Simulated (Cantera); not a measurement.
What does this Cantera script print?

```python
import numpy as np
import cantera as ct

gas = ct.Solution("gri30.yaml")


def delay(T, t_max=10):
    gas.TPX = T, 100000, {'CO': 1, 'H2': 0.06, 'CH4': 0.32, 'O2': 1.06, 'N2': 4, 'CO2': 0.8}
    reactor = ct.IdealGasConstPressureReactor(gas, clone=False)
    net = ct.ReactorNet([reactor])
    net.rtol, net.atol = 1e-8, 1e-16
    while net.time < t_max:
        t_old, T_old = net.time, reactor.T
        net.step()
        if reactor.T > T + 400:  # ignition: a rise of 400 K
            return t_old + (T + 400 - T_old) / (reactor.T - T_old) * (net.time - t_old)
    return np.nan


taus = []
for T in [950, 1000, 1050, 1100, 1150, 1200]:
    taus.append(delay(T))
    print(f"T0 = {T:6g} K   tau = {taus[-1]:.4e} s")
```

Output:

```
T0 =    950 K   tau = 8.0182e-02 s
T0 =   1000 K   tau = 5.1448e-02 s
T0 =   1050 K   tau = 3.4370e-02 s
T0 =   1100 K   tau = 2.1831e-02 s
T0 =   1150 K   tau = 1.3305e-02 s
T0 =   1200 K   tau = 7.9604e-03 s
```

Model: GRI-Mech 3.0 (53 species, 325 reactions), integrated in Cantera. Below about 1000 K GRI-Mech 3.0 lacks low-temperature oxidation paths.
